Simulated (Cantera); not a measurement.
## Hydrocarbon pyrolysis for carbon deposition

An isothermal, constant-pressure homogeneous reactor starts with 0.901 % C2H6, 99.1 % N2, at 1548 K and 0.540 bar.

Computed with Cantera and GRI-Mech 3.0 (53 species, 325 reactions). GRI-Mech 3.0 stops at C3 and has no aromatics, soot or wall deposition, so with more carbon than oxygen in the feed, carbon stays in small species such as C2H2 where larger ones or solid carbon would form.

```tsv
t (s)	x C2H6	x C2H2	x CH4	x C2H	x C2H4
7.00e-5	0.00792	5.34e-6	0.000104	4.83e-10	0.000562
0.000229	0.00457	0.000287	0.000655	1.38e-8	0.00328
0.000752	0.000661	0.00249	0.00170	4.68e-8	0.00474
0.00246	2.50e-5	0.00539	0.00194	2.44e-8	0.00247
0.00807	2.06e-6	0.00680	0.00196	9.03e-9	0.00109
0.0265	7.04e-7	0.00761	0.00194	6.08e-9	0.000279
0.0867	6.36e-7	0.00789	0.00189	6.16e-9	2.12e-5
0.284	5.39e-7	0.00797	0.00174	6.23e-9	1.66e-5
0.931	3.38e-7	0.00815	0.00138	6.38e-9	1.53e-5
3.05	1.18e-7	0.00843	0.000812	6.64e-9	1.44e-5
10.0	2.13e-8	0.00867	0.000342	6.87e-9	1.44e-5
```
x: mole fraction; the columns are a selection and need not sum to one.

Equilibrium at this temperature and pressure: C2H6 9.43e-11, C2H2 0.000967, CH4 2.02e-5, C2H 7.70e-10, C2H4 1.63e-6 (gas phase only).
